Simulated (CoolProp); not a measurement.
Vapour-liquid equilibrium of R125 (1) + R236FA (2) at 0.215 MPa; x and y are mole fractions of (1).

Values from CoolProp's multi-fluid Helmholtz-energy mixture model, Lemmon 2005 and Pan 2012; pair parameters Bell 2016.

**Question.** Give the bubble temperature and the first vapour's composition at x = 0.35, 0.45, 0.65. Is there an azeotrope?

**Answer.** x = 0.35: 264.0 K, y = 0.762; x = 0.45: 259.1 K, y = 0.837; x = 0.65: 251.3 K, y = 0.927. No azeotrope shows between x = 0.05 and 0.95.

The pair parameters rest on a limited set of measurements; away from them the model extrapolates.
